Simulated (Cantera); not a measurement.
**Thermodynamics of hydrogen reduction and annealing atmospheres, feed Fe3O4 + H2 + N2**

Charge: 1 mol Fe3O4, 800 mol H2, 48 mol N2, at 2000 K.

Equilibrium computed with Cantera from the NASA thermochemical tables; the gas is ideal and each condensed phase is pure. Candidate condensed phases: Fe, FeO, Fe(OH)2, Fe(OH)3, Fe2O3, Fe3O4, H2O; 27 gas species. Kinetics and transport are ignored.

From 10.0 Pa to 72.0 mbar nothing is condensed. From 0.370 bar to 10.0 bar the condensed part is Fe(l). The main Fe-bearing gas is Fe throughout.

```tsv
P (Pa)	log p H2	log p H	log p N2	log p H2O	log p Fe	log p OH	log p NH3	n Fe(l)
10	-4.10	-4.84	-5.28	-6.37	-6.49	-8.11	-13.49	0
52	-3.34	-4.46	-4.55	-5.63	-5.75	-7.75	-11.99	0
270	-2.61	-4.09	-3.82	-4.90	-5.03	-7.39	-10.53	0
1400	-1.89	-3.73	-3.11	-4.19	-4.31	-7.03	-9.08	0
7200	-1.17	-3.38	-2.39	-3.47	-3.60	-6.67	-7.65	0
37000	-0.46	-3.02	-1.68	-2.76	-3.44	-6.32	-6.23	2.16
190000	0.25	-2.66	-0.97	-2.05	-3.44	-5.96	-4.81	2.84
1000000	0.97	-2.30	-0.25	-1.33	-3.44	-5.60	-3.36	2.97
```
log p: log10 of the partial pressure in bar; n: condensed amount in mol.
